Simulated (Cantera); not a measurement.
What does this Cantera script print?

```python
import numpy as np
import cantera as ct

gas = ct.Solution("gri30.yaml")
gas.TPX = 1200, 100000, {'C3H8': 1, 'O2': 4.55, 'N2': 17.1}
reactor = ct.IdealGasReactor(gas, energy="on", clone=False)
net = ct.ReactorNet([reactor])
net.rtol, net.atol = 1e-08, 1e-16
show = ['C3H8', 'O2', 'HO2', 'H2O2', 'CO', 'NO', 'N2O']
times = np.geomspace(2e-06, 3, 15)

steps = ct.SolutionArray(gas, extra=["t"])
rows = []
print(f"{'t/s':>10s}{'T/K':>9s}{'P/Pa':>11s}" + "".join(f"{s:>11s}" for s in show))
for t in times:
    while net.time < t:
        t_next = net.step()
        steps.append(gas.state, t=t_next)
    rows.append([np.interp(t, steps.t, y) for y in (steps.T, steps.P, *steps(*show).X.T)])
    print(f"{t:10.3e}{rows[-1][0]:9.1f}{rows[-1][1]:11.4g}" + "".join(f"{x:11.3e}" for x in rows[-1][2:]))
rate = np.gradient(steps.T, steps.t)
print("integrator steps:", len(steps.t))
if steps.T.max() > steps.T[0] + 200:
    print(f"time of steepest temperature rise: {steps.t[rate.argmax()]:.4e} s")
gas.TPX = 1200, 100000, {'C3H8': 1, 'O2': 4.55, 'N2': 17.1}
gas.equilibrate("UV")
print(f"equilibrium (UV): T = {gas.T:.1f} K  " + "  ".join(f"{s} {gas[s].X[0]:.3e}" for s in show))
```

It prints:

```
       t/s      T/K       P/Pa       C3H8         O2        HO2       H2O2         CO         NO        N2O
 2.000e-06   1200.0      1e+05  4.415e-02  2.009e-01  1.198e-07  1.751e-10  1.606e-13  1.497e-20  9.944e-16
 5.523e-06   1200.0      1e+05  4.415e-02  2.009e-01  6.189e-07  2.705e-09  4.016e-12  1.673e-19  1.333e-14
 1.525e-05   1200.0      1e+05  4.415e-02  2.009e-01  2.330e-06  3.191e-08  6.324e-11  9.300e-19  1.434e-13
 4.212e-05   1199.9  9.999e+04  4.414e-02  2.009e-01  6.716e-06  2.852e-07  1.286e-09  4.363e-18  1.235e-12
 1.163e-04   1199.7  9.998e+04  4.409e-02  2.008e-01  1.304e-05  1.826e-06  5.490e-08  3.990e-17  8.212e-12
 3.212e-04   1199.7      1e+05  4.385e-02  2.007e-01  9.985e-06  4.354e-06  1.740e-06  4.331e-16  2.970e-11
 8.870e-04   1200.1  1.001e+05  4.312e-02  2.003e-01  1.087e-05  5.457e-06  1.955e-05  1.892e-15  8.250e-11
 2.449e-03   1202.7  1.006e+05  4.070e-02  1.989e-01  1.644e-05  9.206e-06  1.986e-04  9.414e-15  2.792e-10
 6.764e-03   2884.3  2.658e+05  1.341e-40  1.393e-02  6.377e-06  3.508e-07  6.322e-02  9.242e-03  8.213e-07
 1.868e-02   2883.2  2.657e+05  1.374e-40  1.375e-02  6.300e-06  3.478e-07  6.327e-02  9.809e-03  8.341e-07
 5.159e-02   2883.2  2.657e+05  1.374e-40  1.375e-02  6.300e-06  3.478e-07  6.327e-02  9.809e-03  8.341e-07
 1.425e-01   2883.2  2.657e+05  1.374e-40  1.375e-02  6.300e-06  3.478e-07  6.327e-02  9.809e-03  8.341e-07
 3.934e-01   2883.2  2.657e+05  1.374e-40  1.375e-02  6.300e-06  3.478e-07  6.327e-02  9.809e-03  8.341e-07
 1.086e+00   2883.2  2.657e+05  1.374e-40  1.375e-02  6.300e-06  3.478e-07  6.327e-02  9.809e-03  8.341e-07
 3.000e+00   2883.2  2.657e+05  1.374e-40  1.375e-02  6.300e-06  3.478e-07  6.327e-02  9.809e-03  8.341e-07
integrator steps: 2262
time of steepest temperature rise: 5.8507e-03 s
equilibrium (UV): T = 2883.2 K  C3H8 2.431e-40  O2 1.375e-02  HO2 6.300e-06  H2O2 3.478e-07  CO 6.327e-02  NO 9.809e-03  N2O 8.341e-07
```

Cantera simulation using GRI-Mech 3.0 (53 species, 325 reactions); the numbers are that mechanism's predictions, not measurements. GRI-Mech 3.0 was tuned for natural gas; its chemistry of propane as a main component is partial and can be far from experiment.
